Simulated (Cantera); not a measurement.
Input: 1 mol Si₂Cl₆, 56 mol N₂, equilibrated at 101000 Pa.

These are equilibrium values from Cantera (NASA tables, ideal gas, pure condensed phases), not measurements of a reactor. Candidate condensed phases: Si, Si₃N₄; 13 gas species. The feed counts by its element totals alone. N₂ is the only nitrogen source here; it is nearly inert below about 1500 K, so the nitride shown seldom forms there in practice. The tables' values for SiCl₃ are old estimates; treat these amounts as uncertain. Rates play no part.

x: gas mole fraction; n: condensed amount in mol.

```csv
T (K),x N₂,x SiCl₄,x SiCl₃,x SiCl₂,x Cl,x Cl₂,n Si₃N₄(s)
1173,0.974,0.0262,0.000112,4.71e-6,6.39e-8,3.30e-10,0.166
1198,0.974,0.0261,0.000159,8.57e-6,1.04e-7,5.12e-10,0.166
1223,0.974,0.0261,0.000223,?,?,?,0.165
1248,0.974,0.0260,0.000308,2.63e-5,2.60e-7,1.17e-9,0.165
1273,0.974,0.0259,0.000419,4.45e-5,4.00e-7,1.72e-9,0.164
1298,0.974,0.0258,0.000564,7.37e-5,6.05e-7,2.49e-9,0.163
1323,0.974,0.0256,0.000748,0.000120,9.00e-7,3.56e-9,0.162
1348,0.973,0.0254,0.000981,0.000190,1.32e-6,5.02e-9,0.160
1373,0.973,0.0251,0.00127,?,?,?,0.158
1398,0.973,0.0248,0.00163,0.000456,2.72e-6,9.56e-9,0.155
1423,0.973,0.0243,0.00205,0.000686,3.82e-6,1.29e-8,0.150
1448,0.973,0.0238,0.00256,0.00102,5.31e-6,1.73e-8,0.145
```

Q: Some entries are withheld; supply them.

A: 
- 1223, x SiCl₂: 1.52e-5
- 1223, x Cl: 1.66e-7
- 1223, x Cl₂: 7.80e-10
- 1373, x SiCl₂: 0.000297
- 1373, x Cl: 1.91e-6
- 1373, x Cl₂: 6.97e-9
